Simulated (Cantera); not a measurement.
**Reactions in the system Cu-F-O**

Source: NASA polynomial tables (part measured, part estimated), evaluated in Cantera. Values are per mole of reaction as written; species without (g) are pure solids or liquids, kept so even where they would boil at 1 bar.

2 CuF2 + O(g) → Cu2O + 4 F(g)

```csv
T (K),ΔH° (kJ),ΔS° (J/K),ΔG° (kJ),log10 K
300,975.5,411.4,852.1,-148.36
898,962.8,391.7,611.0,-35.54
923,962.0,390.8,601.2,-34.02
948,961.1,389.9,591.5,-32.59
973,960.2,389.0,581.7,-31.23
998,959.4,388.1,572.0,-29.94
1023,958.5,387.2,562.3,-28.71
1048,957.6,386.4,552.7,-27.55
```
